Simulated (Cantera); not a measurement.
Input: 1 mol V2O5, 32 mol H2, 0.59 mol N2, at 1602 °C.

Equilibrium computed with Cantera from the NASA thermochemical tables; the gas is ideal and each condensed phase is pure. Candidate condensed phases: H2O, V, VN, VO, V2O3, V2O4, V2O5; 28 gas species. Condensed phases not in the tables: the oxides between V2O3 and V2O5 other than VO2. Kinetics and transport are ignored.

Problem. At 36.0 Pa, list the 6 most abundant gas species with their mole fractions, and the condensed phases.

Solution. H2 0.885, H2O 0.0556, H 0.0325, N2 0.0176, VO2 0.00841, VO 0.000377. Condensed: V2O3(s).
